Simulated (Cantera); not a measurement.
## Pyrogenic steam for wet oxidation

A perfectly stirred reactor is fed with H2 : O2 : N2 : H2O = 0.79 : 1 : 0.71 : 0.0028 (molar parts), equivalence ratio 0.40, at 0.133 bar; it is held at 1023 K, and followed from long to short residence time.

Model: GRI-Mech 3.0 (53 species, 325 reactions), integrated in Cantera. Radical loss at walls, strong at low pressure, is not modelled. The temperature is held fixed by assumption; the heat of reaction is taken as removed at once.

```tsv
τ (s)	x H2	x O2	x OH	x N2O	x O	x HO2	x H
17	0.000224	0.287	4.68e-5	1.08e-7	6.60e-6	6.31e-6	6.33e-7
4.2	0.000585	0.287	7.16e-5	9.00e-8	1.91e-5	1.40e-5	2.56e-6
1.0	0.00145	0.287	0.000119	6.98e-8	5.47e-5	2.68e-5	1.08e-5
0.25	0.00324	0.288	0.000208	5.04e-8	0.000143	4.33e-5	4.28e-5
0.062	0.00685	0.289	0.000388	3.34e-8	0.000354	6.19e-5	0.000171
0.015	0.0142	0.291	0.000751	2.01e-8	0.000841	7.93e-5	0.000695
0.0037	0.0283	0.295	0.00144	1.13e-8	0.00188	9.13e-5	0.00270
0.00092	0.0553	0.304	0.00261	5.81e-9	0.00400	9.46e-5	0.00981
```
x: mole fraction; the columns are a selection and need not sum to one.
